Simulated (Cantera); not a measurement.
**Catalytic stagnation flow on Pt**

A jet of 2.10 % CH₄, 19.0 % O₂, 78.9 % N₂ at 300 K and 39.0 Torr hits a platinum plate 5 cm away at a mass flux of 0.12 kg/m²/s; the plate temperature is set and raised in steps from an oxygen-covered start.

Cantera simulation using Deutschmann's 1995 Pt surface mechanism with GRI-Mech 3.0 gas chemistry; the numbers are that mechanism's predictions, not measurements. Catalytic surfaces can have several steady states; this one follows from the mechanism file's or the stated starting coverage.

```csv
plate T (K),wall x CH₄,wall x O₂,wall x H₂O,wall x OH,wall x CO,wall x CO₂,θ free Pt,θ O*
850,0.0191,0.186,0.00348,<1e-8,5.01e-6,0.00227,0.141,0.859
900,0.0173,0.182,0.00693,2.20e-8,6.51e-6,0.00453,0.202,0.798
950,0.0150,0.177,0.0112,7.68e-8,7.83e-6,0.00732,0.268,0.732
1000,0.0127,0.172,0.0154,2.23e-7,8.93e-6,0.0101,0.336,0.663
1050,0.0106,0.168,0.0192,5.68e-7,9.94e-6,0.0126,0.405,0.594
1100,0.00890,0.164,0.0223,1.29e-6,1.10e-5,0.0147,0.472,0.527
```
x: mole fraction at the wall; θ: surface coverage.
